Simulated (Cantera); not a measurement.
An adiabatic, constant-pressure homogeneous reactor starts with 13.4 % CH₄, 2.69 % H₂, 17.6 % O₂, 66.3 % N₂, equivalence ratio 1.6, at 1475 K and 1.00 atm.

Cantera simulation using GRI-Mech 3.0 (53 species, 325 reactions); the numbers are that mechanism's predictions, not measurements.

One state of this run: T (K) = 2637; x CH₄ = <1e-12; x H₂ = 0.0926; x O₂ = 0.000793; x CH₂CO = <1e-12; x CO = 0.0958. x: mole fraction; the columns are a selection and need not sum to one.

### Question
Which value of t (s) does it belong to?
A) 1.00e-6
B) 0.000949
C) 0.000171
D) 3.08e-5

### Answer
B, 0.000949
